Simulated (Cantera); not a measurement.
An isothermal, constant-pressure homogeneous reactor starts with NO : N2 = 1 : 3.4 (molar parts), at 2050 K and 0.133 bar.

Cantera simulation using GRI-Mech 3.0 (53 species, 325 reactions); the numbers are that mechanism's predictions, not measurements.

One state of this run: x NO = 0.113; x N2O = 5.22e-6; x O = 0.000655; x NO2 = 3.43e-5; x O2 = 0.0565; x N2 = 0.829. x: mole fraction; the columns are a selection and need not sum to one.

Question: Which value of t (s) does it belong to?
A. 0.00779
B. 0.00250
C. 0.0243
D. 2.30

Answer: D, 2.30
